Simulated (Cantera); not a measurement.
# Adiabatic ignition

An adiabatic, constant-pressure homogeneous reactor starts with 9.51 % CO, 1.90 % H2, 1.05 % CH4, 15.9 % O2, 71.6 % N2, at 1125 K and 5.00 bar.

Computed with Cantera and GRI-Mech 3.0 (53 species, 325 reactions).

| t (s) | T (K) | x CO | x H2 | x CH4 | x C2H4 | x NO | x CH2O |
|---|---|---|---|---|---|---|---|
| 1.00e-6 | 1125 | 0.0951 | 0.0190 | 0.0105 | <1e-12 | <1e-12 | <1e-12 |
| 2.96e-6 | 1125 | 0.0951 | 0.0190 | 0.0105 | <1e-12 | <1e-12 | 7.15e-12 |
| 8.77e-6 | 1125 | 0.0951 | 0.0190 | 0.0105 | <1e-12 | <1e-12 | 1.26e-10 |
| 2.60e-5 | 1125 | 0.0951 | 0.0190 | 0.0105 | <1e-12 | <1e-12 | 1.82e-9 |
| 7.70e-5 | 1125 | 0.0951 | 0.0190 | 0.0105 | 1.73e-11 | <1e-12 | 3.70e-8 |
| 0.000228 | 1129 | 0.0950 | 0.0188 | 0.0103 | 4.81e-7 | 6.89e-12 | 9.20e-5 |
| 0.000675 | 2200 | 0.00168 | 0.000106 | <1e-12 | <1e-12 | 6.16e-5 | <1e-12 |
| 0.00200 | 2207 | 0.00107 | 7.57e-5 | <1e-12 | <1e-12 | 0.000147 | <1e-12 |
| 0.00592 | 2206 | 0.00107 | 7.55e-5 | <1e-12 | <1e-12 | 0.000390 | <1e-12 |
| 0.0175 | 2205 | 0.00106 | 7.50e-5 | <1e-12 | <1e-12 | 0.00108 | <1e-12 |
| 0.0520 | 2201 | 0.00104 | 7.38e-5 | <1e-12 | <1e-12 | 0.00281 | <1e-12 |
| 0.154 | 2195 | 0.00101 | 7.16e-5 | <1e-12 | <1e-12 | 0.00578 | <1e-12 |
| 0.456 | 2191 | 0.000989 | 7.04e-5 | <1e-12 | <1e-12 | 0.00750 | <1e-12 |
| 1.35 | 2191 | 0.000988 | 7.03e-5 | <1e-12 | <1e-12 | 0.00759 | <1e-12 |
| 4.00 | 2191 | 0.000988 | 7.03e-5 | <1e-12 | <1e-12 | 0.00759 | <1e-12 |
x: mole fraction; the columns are a selection and need not sum to one.

```yaml
time_of_steepest_temperature_rise: 0.422 ms
temperature at 4.00 s: 2191 K
equilibrium_temperature: 2191 K
x(CO) at 4.00 s: 0.000988 (gas-phase equilibrium 0.000988)
x(H2) at 4.00 s: 7.03e-5 (gas-phase equilibrium 7.03e-5)
x(CH4) at 4.00 s: <1e-12 (gas-phase equilibrium <1e-12)
```
